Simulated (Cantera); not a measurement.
Feed: 1 mol Ti(OiPr)4, 3.5 mol O2, 0.22 mol H2O, held at 13.3 mbar.

These are equilibrium values from Cantera (NASA tables, ideal gas, pure condensed phases), not measurements of a reactor. Candidate condensed phases: C, C6H6, C7H8, C8H18, H2O, Ti, TiC, TiO, TiO2, Ti2O3, Ti3O5, Ti4O7; 113 gas species. The feed counts by its element totals alone. Mutual solubility and eutectic melting of coexisting phases are not modelled. TiC: taken at fixed stoichiometry. Kinetics and transport are ignored.

Over these rows the condensed part is TiC(s) + Ti2O3(s). Partial pressures as log10 of bar:

```
T (K)  1000/T (1/K)  log p CH4  log p H2  log p CO
-----  ------------  ---------  --------  --------
1298         0.7704      -6.50     -2.13     -2.23
1398         0.7153          ?     -2.13     -2.23
1498         0.6676      -7.82     -2.13     -2.23
1598         0.6258      -8.35     -2.13     -2.23
1698         0.5889      -8.82     -2.13     -2.23
1798         0.5562      -9.24     -2.13     -2.23
```

Fit log p(CH4) = a + b·(1000/T) to the five rows, give the apparent enthalpy, and predict the row at 1398 K.

Means: 1000/T = 0.6418, log p = -8.146. Sxy = 0.352651, Sxx = 0.0275854, so b = 12.78 and a = -8.146 − (12.78)×0.6418 = -16.35.
Apparent enthalpy: −19.145 × (12.78) = -245 kJ/mol. With the condensed phases at unit activity, 2/5 TiC(s) + 2 H2(g) + 3/5 CO(g) = CH4(g) + 1/5 Ti2O3(s) links this pressure to the main gases: over the six rows their terms move log p by +0.00 in all, so the slope is close to that reaction's ΔH°. The five rows lie within 0.01 of the line.
Prediction at 1398 K: -16.35 + (12.78)×0.7153 = -7.21. The computed value is -7.21, 0.00 from the line.
